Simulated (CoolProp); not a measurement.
Vapour-liquid equilibrium of dimethyl carbonate (1) + n-heptane (2) at 378.6 K; x and y are mole fractions of (1).

Computed with CoolProp (multi-fluid Helmholtz-energy mixture model, Zhou 2011 and Span 2003; pair parameters Bell 2016).

### Question
Give the bubble pressure and the first vapour's composition at x = 0.05, 0.5, 0.95. Is there an azeotrope?

### Answer
x = 0.05: 0.1419 MPa, y = 0.159; x = 0.5: 0.2002 MPa, y = 0.577; x = 0.95: 0.1766 MPa, y = 0.875. y crosses x between x = 0.5 and 0.65: the model has an azeotrope there.

Pair parameters are fitted to limited data, so mixtures are less certain than the pure fluids.
